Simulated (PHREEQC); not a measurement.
A solution holds 2.7 mmol/kgw HF, 0.06 mmol/kgw NaCl and 53 mmol/kgw KCl, at 25 °C. Closed to the air; pH follows from the charge balance.

Model: ion-association model, phreeqc.dat, run in PHREEQC.

```json
[
 {"quantity": "pH", "before": "2.99", "after": "3.73"},
 {"quantity": "ionic strength (mol/kgw)", "before": "0.0543", "after": "0.0533"},
 {"quantity": "SI of Halite (NaCl)", "before": "-7.25", "after": "-7.24"}
]
```

Name the change that produced these shifts.
A) HF from 0.0027 to 0.00027 mol/kgw
B) diluted 5-fold with water
C) HF left out
D) HF from 0.0027 to 0.027 mol/kgw
E) diluted 2-fold with water

A, HF from 0.0027 to 0.00027 mol/kgw

Precipitation was switched off in this run.
